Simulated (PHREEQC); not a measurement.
Dissolve 0.0016 mol/kgw NaOH and 0.00051 mol/kgw K2SiO3 at 10 °C. Closed to the air; pH follows from the charge balance.

All values are PHREEQC results (ion-association model, phreeqc.dat), not measurements.

Each row changes one thing in this solution. No solid was allowed to form.

```csv
case,pH,ionic strength (mol/kgw),H3SiO4- (mol/kgw),H2SiO4-2 (mol/kgw),H4SiO4 (mol/kgw),SI of Quartz (SiO2)
as made,11.83,0.00263,0.000492,9.17e-6,8.29e-6,-0.87
temperature from 10 to 90 °C,9.72,0.00262,0.000403,3.12e-6,0.000104,-0.79
temperature from 10 to 65 °C,10.21,0.00263,0.000446,4.60e-6,5.90e-5,-0.77
K2SiO3 from 0.00051 to 0.000765 mol/kgw,11.88,___,0.000738,1.55e-5,1.11e-5,-0.74
diluted 5-fold with water,11.15,0.000524,___,3.37e-7,7.77e-6,-0.90
```

Q: Complete the blanks.

A: 
- K2SiO3 from 0.00051 to 0.000765 mol/kgw, ionic strength (mol/kgw): 0.00315
- diluted 5-fold with water, H3SiO4- (mol/kgw): 9.39e-5

Complexes and solids missing from the database can't appear. Away from 25 °C the constants follow the database's enthalpies or fits; those with neither stay at their 25 °C values.
